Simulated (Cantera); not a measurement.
A perfectly stirred reactor is fed with NO : N2 = 1 : 1.3 (molar parts), at 0.0590 bar; it is held at 1675 K, and followed from long to short residence time.

Detailed kinetics in Cantera: GRI-Mech 3.0 (53 species, 325 reactions).

Problem. What does this change do: N2 1.3 to 0.31 parts?

Solution. 
```json
[
 {"quantity": "x(NO) at τ = 9.50 s", "before": "0.419", "after": "0.719"},
 {"quantity": "x(N2) at τ = 9.50 s", "before": "0.573", "after": "0.259"},
 {"quantity": "x(NO2) at τ = 9.50 s", "before": "7.07e-5", "after": "0.000190"},
 {"quantity": "x(N2O) at τ = 9.50 s", "before": "6.19e-5", "after": "0.000177"},
 {"quantity": "x(O) at τ = 9.50 s", "before": "1.66e-5", "after": "2.63e-5"},
 {"quantity": "x(NO) at τ = 0.100 s", "before": "0.435", "after": "0.763"},
 {"quantity": "x(N2) at τ = 0.100 s", "before": "0.565", "after": "0.237"},
 {"quantity": "x(NO2) at τ = 0.100 s", "before": "2.83e-5", "after": "6.71e-5"},
 {"quantity": "x(N2O) at τ = 0.100 s", "before": "3.64e-5", "after": "0.000112"},
 {"quantity": "x(O) at τ = 0.100 s", "before": "8.13e-6", "after": "1.21e-5"}
]
```
